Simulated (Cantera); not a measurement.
# Reactions in the system H-Nb-O

Standard-state values (1 bar) from the NASA 1993 polynomials, evaluated with Cantera. Values are per mole of reaction as written; species without (g) are pure solids or liquids, kept so even where they would boil at 1 bar.

Nb₂O₅ + 5 H(g) → 2 Nb + 5 OH(g)

```
T (K)  ΔH° (kJ)  ΔS° (J/K)  ΔG° (kJ)  log10 K
-----  --------  ---------  --------  -------
300      1006.2      280.4     922.1  -160.55
450       999.2      261.7     881.5  -102.31
550       993.4      250.0     855.9   -81.28
650       986.9      239.2     831.4   -66.81
750       980.1      229.4     808.0   -56.27
850       973.1      220.7     785.5   -48.27
950       966.1      212.9     763.8   -42.00
1050      959.1      205.9     742.9   -36.96
1150      952.2      199.6     722.6   -32.82
1250      945.5      194.0     703.0   -29.37
1350      939.0      189.0     683.8   -26.46
```
